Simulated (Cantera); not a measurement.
Feed: 1 mol SiCl4, 0.068 mol HCl, a varied amount of H2, held at 1673 K and 0.0160 bar.

Cantera equilibrium calculation (NASA polynomials, part measured and part estimated; ideal gas, pure solids and liquids). Candidate condensed phases: Si; 19 gas species. The tables' values for SiCl3, SiCl are old estimates; treat these amounts as uncertain. Gases not in the tables: Si2H6 and higher silanes. Kinetics and transport are ignored.

log p: log10 of the partial pressure in bar; n: condensed amount in mol.

```json
[
 {"n(H2) (mol)": "41", "log p H2": "-1.83", "log p HCl": "-3.00", "log p SiCl2": "-3.61", "log p H": "-4.86", "log p SiCl3": "-5.72", "n Si(s)": "0.323"},
 {"n(H2) (mol)": "130", "log p H2": "-1.81", "log p HCl": "…", "log p SiCl2": "…", "log p H": "-4.85", "log p SiCl3": "-6.92", "n Si(s)": "…"},
 {"n(H2) (mol)": "220", "log p H2": "-1.80", "log p HCl": "-3.58", "log p SiCl2": "-4.81", "log p H": "-4.85", "log p SiCl3": "-7.52", "n Si(s)": "0.770"},
 {"n(H2) (mol)": "310", "log p H2": "-1.80", "log p HCl": "-3.72", "log p SiCl2": "-5.08", "log p H": "-4.84", "log p SiCl3": "-7.93", "n Si(s)": "0.821"},
 {"n(H2) (mol)": "400", "log p H2": "-1.80", "log p HCl": "-3.82", "log p SiCl2": "-5.28", "log p H": "-4.84", "log p SiCl3": "-8.24", "n Si(s)": "0.849"},
 {"n(H2) (mol)": "490", "log p H2": "-1.80", "log p HCl": "-3.90", "log p SiCl2": "-5.45", "log p H": "-4.84", "log p SiCl3": "-8.49", "n Si(s)": "0.867"},
 {"n(H2) (mol)": "580", "log p H2": "-1.80", "log p HCl": "-3.97", "log p SiCl2": "-5.59", "log p H": "-4.84", "log p SiCl3": "-8.70", "n Si(s)": "0.879"},
 {"n(H2) (mol)": "660", "log p H2": "-1.80", "log p HCl": "-4.03", "log p SiCl2": "-5.70", "log p H": "-4.84", "log p SiCl3": "-8.86", "n Si(s)": "0.886"},
 {"n(H2) (mol)": "750", "log p H2": "-1.80", "log p HCl": "-4.08", "log p SiCl2": "-5.80", "log p H": "-4.84", "log p SiCl3": "-9.02", "n Si(s)": "0.891"},
 {"n(H2) (mol)": "840", "log p H2": "-1.80", "log p HCl": "-4.13", "log p SiCl2": "…", "log p H": "-4.84", "log p SiCl3": "-9.16", "n Si(s)": "0.895"},
 {"n(H2) (mol)": "930", "log p H2": "-1.80", "log p HCl": "-4.17", "log p SiCl2": "-5.98", "log p H": "-4.84", "log p SiCl3": "-9.29", "n Si(s)": "0.897"},
 {"n(H2) (mol)": "1000", "log p H2": "-1.80", "log p HCl": "-4.20", "log p SiCl2": "-6.05", "log p H": "-4.84", "log p SiCl3": "-9.38", "n Si(s)": "0.898"}
]
```

**Question.** Fill in the missing entries.

**Answer.** 
- 840, log p SiCl2: -5.90
- 130, log p HCl: -3.38
- 130, log p SiCl2: -4.40
- 130, n Si(s): 0.665
